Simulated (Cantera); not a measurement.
A closed system holds: 1 mol acetone, 0.029 mol O2, 0.48 mol H2, at 13.3 mbar.

These are equilibrium values from Cantera (NASA tables, ideal gas, pure condensed phases), not measurements of a reactor. Candidate condensed phases: C, C6H6, C7H8, C8H18, H2O; 110 gas species. The feed counts by its element totals alone. Kinetics and transport are ignored.

Question: At 1123 K, list the 5 most abundant gas species with their mole fractions, and the condensed phases.

Answer: H2 0.767, CO 0.233, CH4 0.000230, H2O 0.000157, CO2 4.37e-5. Condensed: C(graphite).
